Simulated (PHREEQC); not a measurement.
3.3 g of hydrous ferric oxide (600 m²/g; 0.2 weak and 0.005 strong sites per Fe, Dzombak-Morel constants, diffuse double layer) in 1 kg of water with 0.05 mol/kgw of an inert sodium salt and 0.0008 mol NaF, at 25 °C; the pH is set by adding NaOH or the inert anion's acid. O2 is buffered at 0.21 atm. The system is closed to CO2. Nothing may precipitate in this run.

Computed with PHREEQC (ion-association model, wateq4f.dat).

```csv
pH,F sorbed (%),surface charge σ (C/m²),surface potential ψ (mV)
3,97.2,0.322,162
3.67,98.1,0.293,158
4.33,97.8,0.235,147
5,96.1,0.164,129
5.67,91.5,0.102,106
6.33,80.1,0.059,79
7,57.5,0.030,50
7.67,29.5,0.010,20
8.33,10.8,-0.006,-12
9,3.2,-0.026,-45
9.67,0.9,-0.055,-76
10.33,0.3,-0.098,-103
11,0.1,-0.160,-127
```

The oxide is taken as insoluble; below pH 4 it would dissolve.
